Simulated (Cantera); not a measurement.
Premixed flame

A freely propagating, adiabatic, planar premixed flame of CH4 : C2H6 : O2 : N2 : H2 = 1 : 1.5 : 7.4 : 27.8 : 0.38 (molar parts), unburnt at 373 K and 1730 Torr; mixture-averaged transport, grid criteria slope 0.08 and curve 0.16, no radiation.

Cantera simulation using GRI-Mech 3.0 (53 species, 325 reactions); the numbers are that mechanism's predictions, not measurements. Burning velocities carry a grid error of a few per cent, more on coarse grids.

```json
[
 {"z (mm)": "-0.554", "T (K)": "373", "u (m/s)": "0.498", "x CH4": "0.0262", "x C2H6": "0.0394", "x O2": "0.194", "x H2": "0.0104", "x HO2": "9.00e-8", "x CH2CO": "<1e-8"},
 {"z (mm)": "-0.369", "T (K)": "375", "u (m/s)": "0.501", "x CH4": "0.0262", "x C2H6": "0.0393", "x O2": "0.194", "x H2": "0.0112", "x HO2": "7.37e-7", "x CH2CO": "6.61e-8"},
 {"z (mm)": "-0.277", "T (K)": "383", "u (m/s)": "0.512", "x CH4": "0.0260", "x C2H6": "0.0392", "x O2": "0.193", "x H2": "0.0122", "x HO2": "3.76e-6", "x CH2CO": "5.04e-7"},
 {"z (mm)": "-0.185", "T (K)": "442", "u (m/s)": "0.594", "x CH4": "0.0251", "x C2H6": "0.0385", "x O2": "0.189", "x H2": "0.0142", "x HO2": "3.43e-5", "x CH2CO": "7.80e-6"},
 {"z (mm)": "-0.0923", "T (K)": "858", "u (m/s)": "1.18", "x CH4": "0.0194", "x C2H6": "0.0285", "x O2": "0.153", "x H2": "0.0177", "x HO2": "0.000355", "x CH2CO": "0.000172"},
 {"z (mm)": "-0.0462", "T (K)": "1304", "u (m/s)": "1.81", "x CH4": "0.0129", "x C2H6": "0.0129", "x O2": "0.109", "x H2": "0.0194", "x HO2": "0.000336", "x CH2CO": "0.000534"},
 {"z (mm)": "0", "T (K)": "1732", "u (m/s)": "2.44", "x CH4": "0.00427", "x C2H6": "0.000805", "x O2": "0.0603", "x H2": "0.0185", "x HO2": "0.000148", "x CH2CO": "0.000584"},
 {"z (mm)": "0.0462", "T (K)": "1915", "u (m/s)": "2.69", "x CH4": "0.000340", "x C2H6": "1.45e-6", "x O2": "0.0324", "x H2": "0.0137", "x HO2": "2.53e-5", "x CH2CO": "7.63e-5"},
 {"z (mm)": "0.0923", "T (K)": "1979", "u (m/s)": "2.77", "x CH4": "1.25e-5", "x C2H6": "<1e-8", "x O2": "0.0230", "x H2": "0.0114", "x HO2": "1.26e-5", "x CH2CO": "2.93e-6"},
 {"z (mm)": "0.185", "T (K)": "2054", "u (m/s)": "2.85", "x CH4": "2.36e-8", "x C2H6": "<1e-8", "x O2": "0.0175", "x H2": "0.0105", "x HO2": "8.30e-6", "x CH2CO": "<1e-8"},
 {"z (mm)": "0.369", "T (K)": "2136", "u (m/s)": "2.95", "x CH4": "<1e-8", "x C2H6": "<1e-8", "x O2": "0.0138", "x H2": "0.00905", "x HO2": "5.16e-6", "x CH2CO": "<1e-8"},
 {"z (mm)": "0.739", "T (K)": "2211", "u (m/s)": "3.04", "x CH4": "<1e-8", "x C2H6": "<1e-8", "x O2": "0.0106", "x H2": "0.00711", "x HO2": "2.96e-6", "x CH2CO": "<1e-8"},
 {"z (mm)": "1.48", "T (K)": "2267", "u (m/s)": "3.11", "x CH4": "<1e-8", "x C2H6": "<1e-8", "x O2": "0.00798", "x H2": "0.00549", "x HO2": "1.74e-6", "x CH2CO": "<1e-8"}
]
```
x: mole fraction of selected species; z is measured from the peak of heat release.

```yaml
laminar_burning_velocity: 49.8 cm/s
thermal_thickness: 0.185 mm
peak x(HO2): 0.000382
peak x(CH2CO): 0.000711
grid_points: 142
```
